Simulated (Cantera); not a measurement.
Charge: 1 mol Al, a varied amount of HCl, 1.1 mol N₂, 0.41 mol H₂O, held at 1300 °C and 10000 Pa.

Equilibrium computed with Cantera from the NASA thermochemical tables; the gas is ideal and each condensed phase is pure. Candidate condensed phases: Al, AlCl₃, AlN, Al₂O₃, H₂O, NH₄Cl; 45 gas species. Mutual solubility and eutectic melting of coexisting phases are not modelled. The tables' values for AlCl₂ are old estimates; treat these amounts as uncertain. Equilibrium is a limit: real reactors are often held back by kinetics, nucleation or transport.

x: gas mole fraction; n: condensed amount in mol.

```csv
n(HCl) (mol),x HCl,x N₂,x H₂,x AlCl₃,x AlCl₂,n AlN(s),n Al₂O₃(s)
1.1,0.0961,0.393,0.374,0.120,0.0110,0.415,0.137
2.2,0.106,0.312,0.392,0.169,0.0144,0.0803,0.137
3.3,[?],[?],[?],0.157,0.00507,0,0.137
4.4,[?],[?],[?],[?],0.00239,0,0.137
5.4,0.493,0.168,0.228,0.109,0.00153,0,0.136
6.5,0.565,0.144,0.195,0.0940,0.00106,0,0.136
7.6,0.620,0.126,0.171,0.0824,0.000795,0,0.136
8.7,0.662,0.112,0.152,0.0733,0.000625,0,0.136
```

**Question.** Some entries are withheld; supply them.

**Answer.** 
- 3.3, x HCl: 0.258
- 3.3, x N₂: 0.246
- 3.3, x H₂: 0.333
- 4.4, x HCl: 0.402
- 4.4, x N₂: 0.198
- 4.4, x H₂: 0.269
- 4.4, x AlCl₃: 0.128
